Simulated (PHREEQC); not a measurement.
A PHREEQC speciation (ion-association model, phreeqc.dat) at 25 °C gives pH 2.30 and these molalities:

```csv
species,mol/kgw
H+,0.00545
SO4-2,0.00230
HSO4-,0.000855
```

Task: What are the element totals, and what could have been dissolved in 1 kg of water to give them?

Result: One answer among several that fit: totals S(6) 0.00315 mol/kgw, from 0.00315 mol H2SO4 per kg of water.

Precipitation was switched off in this run. Species that the database lacks are ignored.
